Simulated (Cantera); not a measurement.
Standard-state values (1 bar) from the NASA 1993 polynomials, evaluated with Cantera. Values are per mole of reaction as written; species without (g) are pure solids or liquids, kept so even where they would boil at 1 bar.

3 CaS + SF₆(g) ⇌ 3 CaF₂ + 2 S₂(g)

```csv
T (K),ΔH° (kJ),ΔS° (J/K),ΔG° (kJ),log10 K,condensed phases
300,-780.7,201.2,-841.0,146.44,"CaS(s), CaF₂(s)"
1023,-764.1,229.7,-999.0,51.01,"CaS(s), CaF₂(s)"
1223,-755.5,237.3,-1045.7,44.66,"CaS(s), CaF₂(s)"
1423,-743.3,246.5,-1094.1,40.16,"CaS(s), CaF₂(s)"
1623,___,___,___,___,"CaS(s), CaF₂(s)"
1823,-598.7,335.2,-1209.8,34.66,"CaS(s), CaF₂(l)"
2023,___,___,___,___,"CaS(s), CaF₂(l)"
2223,-578.8,345.1,-1346.0,31.63,"CaS(s), CaF₂(l)"
2423,___,___,___,___,"CaS(s), CaF₂(l)"
```

Complete the blanks.


- 1623, ΔH° (kJ): -703.6
- 1623, ΔS° (J/K): 273.2
- 1623, ΔG° (kJ): -1147.1
- 1623, log10 K: 36.92
- 2023, ΔH° (kJ): -588.6
- 2023, ΔS° (J/K): 340.5
- 2023, ΔG° (kJ): -1277.4
- 2023, log10 K: 32.98
- 2423, ΔH° (kJ): -569.4
- 2423, ΔS° (J/K): 349.2
- 2423, ΔG° (kJ): -1415.4
- 2423, log10 K: 30.51
